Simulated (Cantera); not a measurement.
A perfectly stirred reactor is fed with CH₄ : CO₂ = 1 : 0.31 (molar parts), at 1500000 Pa; it is held at 2173 K, and followed from long to short residence time.

Computed with Cantera and GRI-Mech 3.0 (53 species, 325 reactions). GRI-Mech 3.0 stops at C3 and has no aromatics, soot or wall deposition, so with more carbon than oxygen in the feed, carbon stays in small species such as C2H2 where larger ones or solid carbon would form. The pressure lies above the range GRI-Mech 3.0 was tuned for (to about 10 atm).

What does this change do: temperature 2173 to 1250 K?


```json
[
 {"quantity": "x(CH₄) at τ = 29.0 s", "before": "0.0151", "after": "0.601"},
 {"quantity": "x(CO₂) at τ = 29.0 s", "before": "1.52e-6", "after": "0.162"},
 {"quantity": "x(O₂) at τ = 29.0 s", "before": "<1e-12", "after": "<1e-12"},
 {"quantity": "x(O) at τ = 29.0 s", "before": "3.87e-12", "after": "<1e-12"},
 {"quantity": "x(CO) at τ = 29.0 s", "before": "0.241", "after": "0.0602"},
 {"quantity": "x(CH₄) at τ = 0.470 s", "before": "0.0152", "after": "0.759"},
 {"quantity": "x(CO₂) at τ = 0.470 s", "before": "2.81e-5", "after": "0.236"},
 {"quantity": "x(O₂) at τ = 0.470 s", "before": "<1e-12", "after": "<1e-12"},
 {"quantity": "x(O) at τ = 0.470 s", "before": "3.05e-11", "after": "<1e-12"},
 {"quantity": "x(CO) at τ = 0.470 s", "before": "0.241", "after": "3.92e-5"}
]
```
